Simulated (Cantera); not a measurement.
Mixture: CH₄ : H₂ : O₂ : N₂ = 1 : 0.77 : 2.59 : 9.75 (molar parts), at 3750 Torr, adiabatic and at constant volume. Ignition delay is the time to a rise of 400 K.

Model: GRI-Mech 3.0 (53 species, 325 reactions), integrated in Cantera. Below about 1000 K GRI-Mech 3.0 lacks low-temperature oxidation paths. Below about 950 K walls govern HO2 and H2O2 in real vessels.

Q: Predict: delay at 873 K; delay at 973 K; delay at 1073 K; delay at 1173 K; apparent activation energy between 1123 and 1223 K.

A: 
```
Property                                                 Value
--------------------------------------------------  ----------
delay at 873 K                                         0.572 s
delay at 973 K                                         29.8 ms
delay at 1073 K                                        2.11 ms
delay at 1173 K                                       0.432 ms
apparent activation energy between 1123 and 1223 K  130 kJ/mol
```
